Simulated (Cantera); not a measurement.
A Cantera script and its output.

```python
import numpy as np
import cantera as ct

gas = ct.Solution("gri30.yaml", transport_model="multicomponent")
show = ['H2', 'NO', 'C2H2']

rows = []
print(f"{'T/K':>7s}{'rho':>11s}{'cp':>10s}{'mu':>11s}{'lambda':>11s}{'Pr':>7s}" + "".join(f"{'D_' + s:>11s}" for s in show))
for T in [400, 650, 900, 1150, 1400, 1650, 1900, 2150, 2400]:
    gas.TPX = T, 130, {'CH3OH': 0.55, 'CH4': 0.5, 'NH3': 0.5, 'H2O': 0.24}
    Pr = gas.cp_mass * gas.viscosity / gas.thermal_conductivity
    D = [gas.mix_diff_coeffs_mole[gas.species_index(s)] for s in show]
    rows.append([gas.density, gas.cp_mass, gas.viscosity, gas.thermal_conductivity, Pr, *D])
    print(f"{T:7g}{gas.density:11.4e}{gas.cp_mass:10.1f}{gas.viscosity:11.4e}"
          f"{gas.thermal_conductivity:11.4e}{Pr:7.3f}" + "".join(f"{d:11.4e}" for d in D))
print("SI units: kg/m3, J/kg/K, Pa s, W/m/K, m2/s")
```

Result:

```
    T/K        rho        cp         mu     lambda     Pr       D_H2       D_NO     D_C2H2
    400 8.4037e-04    1977.1 1.3833e-05 4.0075e-02  0.682 9.4946e-02 2.5794e-02 2.0287e-02
    650 5.1715e-04    2577.4 2.1864e-05 8.0817e-02  0.697 2.1970e-01 6.1678e-02 5.0152e-02
    900 3.7350e-04    3053.9 2.9078e-05 1.2542e-01  0.708 3.8098e-01 1.0851e-01 8.9730e-02
   1150 2.9230e-04    3446.3 3.5579e-05 1.7138e-01  0.715 5.7454e-01 1.6484e-01 1.3761e-01
   1400 2.4011e-04    3741.1 4.1510e-05 2.1565e-01  0.720 7.9762e-01 2.2980e-01 1.9293e-01
   1650 2.0373e-04    3968.5 4.6987e-05 2.5789e-01  0.723 1.0482e+00 3.0276e-01 2.5510e-01
   1900 1.7692e-04    4143.7 5.2102e-05 2.9785e-01  0.725 1.3249e+00 3.8327e-01 3.2371e-01
   2150 1.5635e-04    4279.4 5.6922e-05 3.3557e-01  0.726 1.6263e+00 4.7097e-01 3.9847e-01
   2400 1.4006e-04    4386.2 6.1502e-05 3.7129e-01  0.727 1.9516e+00 5.6560e-01 4.7915e-01
SI units: kg/m3, J/kg/K, Pa s, W/m/K, m2/s
```

Computed with Cantera and GRI-Mech 3.0 (53 species, 325 reactions). Polar gases are described roughly by these parameters. The composition is frozen, though it would react at the higher temperatures.
